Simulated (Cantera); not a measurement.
Cantera run:

```python
import numpy as np
import cantera as ct

gas_names = """
    CL CL2 H HCL H2 N NH NH2 NH3 N2 N2H2 N2H4 Si SiCL SiCL2 SiCL3 SiCL4 SiH SiHCL3 SiH2 SiH2CL2 SiH3
    SiH3CL SiH4 SiN Si2 Si2N Si3
""".split()
cond_names = """
    NH4CL(a) NH4CL(b) Si(cr) Si(L) Si3N4(a)
""".split()


def load(file, names, dense=False):
    # The tables refer to 1 bar. Condensed volumes are neglected.
    table = {s.name: s for s in ct.Species.list_from_file(file)}
    out = []
    for n in names:
        d = dict(table[n].input_data)
        d["thermo"] = dict(d["thermo"], **{"reference-pressure": 1e5})
        if dense:
            d["equation-of-state"] = {"model": "constant-volume", "density": "1e6 g/cm^3"}
        out.append(ct.Species.from_dict(d))
    return out


gas = ct.Solution(thermo="ideal-gas", species=load("nasa_gas.yaml", gas_names))
cond = {s.name: ct.Solution(thermo="fixed-stoichiometry", species=[s], name=s.name)
        for s in load("nasa_condensed.yaml", cond_names, dense=True)}
atoms = {
    'SiCl4': {'Si': 1, 'CL': 4},
    'NH3': {'N': 1, 'H': 3},
    'N2': {'N': 2},
}
top_T = {'Si3N4(a)': 2400}  # K; cautious upper limits of use, not melting points


def equilibrate(T, P, feed):
    n = {}
    for name, mol in feed.items():
        for a, k in atoms[name].items():
            n[a] = n.get(a, 0.0) + k * mol
    gas.TPX = T, P, n
    mass = sum(n.values()) * gas.mean_molecular_weight
    gas.equilibrate("TP")
    valid = [c for c in cond.values() if c.min_temp <= T <= top_T.get(c.name, c.max_temp)]
    mix = ct.Mixture([(gas, mass / gas.mean_molecular_weight)] + [(c, 0.0) for c in valid])
    mix.T, mix.P = T, P
    mix.equilibrate("TP", solver="vcs", rtol=1e-11, max_steps=5000)
    return mix


results = []
feed = {'SiCl4': 1, 'NH3': 2.7, 'N2': 47}  # mol
T = 1475  # K
P = 13332.2  # Pa
mix = equilibrate(T, P, feed)
results.append((T, P, feed, dict(zip(mix.species_names, mix.species_moles))))
x = sorted(zip(gas.X, gas.species_names), reverse=True)
print(f"T = {T:g} K  P = {P:g} Pa  gas = {mix.phase_moles(0):.4g} mol")
print("   x: " + "  ".join(f"{s} {v:.3e}" for v, s in x if v > 0.0001))
print("   condensed (mol): " + ("  ".join(f"{mix.phase(i).name} {mix.phase_moles(i):.4g}"
      for i in range(1, mix.n_phases) if mix.phase_moles(i) > 1e-12) or "none"))
```

Output:

```
T = 1475 K  P = 13332.2 Pa  gas = 53.78 mol
   x: N2 8.884e-01  HCL 6.775e-02  H2 4.142e-02  SiCL2 1.358e-03  SiCL4 5.875e-04  SiCL3 4.842e-04
   condensed (mol): Si3N4(a) 0.2892
```

Equilibrium computed with Cantera from the NASA thermochemical tables; the gas is ideal and each condensed phase is pure. The tables' values for SiCl3 are old estimates; treat these amounts as uncertain.
